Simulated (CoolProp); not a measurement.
Properties of n-perfluorohexane along the isobar 2.89 bar.

Computed with CoolProp (reference Helmholtz-energy equation of state, Gao 2022).

| T (°C) | phase | density (kg/m³) | cp (kJ/(kg K)) | Joule-Thomson coefficient (K/MPa) | isothermal compressibility (1/MPa) | fugacity coefficient |
|---|---|---|---|---|---|---|
| 32.85 | liquid | 1654 | ___ | -0.2588 | 0.003021 | 0.1403 |
| 47.25 | liquid | 1611 | 1.081 | -0.2218 | 0.003669 | ___ |
| 61.65 | liquid | 1565 | 1.105 | -0.1747 | 0.004569 | 0.3862 |
| 76.05 | liquid | 1516 | 1.130 | -0.1119 | 0.005877 | 0.5866 |
| 90.45 | liquid | 1463 | 1.157 | -0.02330 | 0.007905 | 0.8482 |
| 104.85 | gas | 35.22 | 0.9578 | ___ | ___ | 0.8951 |
| 119.25 | gas | ___ | 0.9700 | 13.74 | 3.892 | 0.9080 |
| 133.65 | gas | 31.67 | 0.9826 | 12.02 | 3.822 | 0.9189 |
| 148.05 | gas | 30.22 | 0.9953 | 10.63 | ___ | ___ |
| 162.45 | gas | 28.93 | 1.008 | 9.493 | 3.725 | 0.9363 |
| 176.85 | gas | ___ | 1.020 | 8.546 | 3.690 | 0.9432 |

Q: What belongs in the gaps?

A: 
- 32.85, cp (kJ/(kg K)): 1.059
- 47.25, fugacity coefficient: 0.2404
- 104.85, Joule-Thomson coefficient (K/MPa): 15.93
- 104.85, isothermal compressibility (1/MPa): 3.983
- 119.25, density (kg/m³): 33.32
- 148.05, isothermal compressibility (1/MPa): 3.768
- 148.05, fugacity coefficient: 0.9283
- 176.85, density (kg/m³): 27.77
